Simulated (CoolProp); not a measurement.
R1336mzz(Z) along the isobar 921 kPa: Z from the reference equation and from simpler models built on Tc = 444.5 K, pc = 2904 kPa, ω = 0.386; each cubic takes its own stable root.

Values from CoolProp's reference Helmholtz-energy equation of state, McLinden 2020.

```csv
T (K),phase,reference
279.1,liquid,0.04600
284.7,liquid,0.04554
290.3,liquid,0.04511
295.9,liquid,0.04472
301.5,liquid,0.04436
307.1,liquid,0.04402
312.8,liquid,0.04372
318.4,liquid,0.04345
324,liquid,0.04321
329.6,liquid,0.04300
335.2,liquid,0.04283
340.8,liquid,0.04268
346.4,liquid,0.04258
```

How far does each simpler model (van der Waals, Redlich-Kwong, Peng-Robinson) lie from the reference over these 13 states: mean and median of the absolute difference, and the worst?


- van der Waals: mean 209.3 %, median 80.4 %, worst +1755.1 % at 346.4 K and 921 kPa
- Redlich-Kwong: mean 24.6 %, median 24.4 %, worst +26.6 % at 346.4 K and 921 kPa
- Peng-Robinson: mean 3.8 %, median 3.7 %, worst +4.2 % at 346.4 K and 921 kPa

At some of these states van der Waals gives the other phase, because its saturation line lies elsewhere.
